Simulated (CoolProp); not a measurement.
Computed with CoolProp (reference Helmholtz-energy equation of state, Setzmann 1991).

Q: For methane, give the phase and the cv (kJ/(kg K)), speed of sound (m/s), viscosity (µPa s), conductivity (mW/(m K)) at 324.8 K and 1.33 bar; 490.9 K and 17.2 bar.

A: 
- 324.8 K and 1.33 bar: gas; cv 1.78, speed of sound 466, viscosity 12.0, conductivity 38.0
- 490.9 K and 17.2 bar: gas; cv 2.35, speed of sound 559, viscosity 16.9, conductivity 67.3

Viscosity comes from a separate model (Quiñones-Cisneros 2006). Thermal conductivity comes from a separate model (Friend 1989).
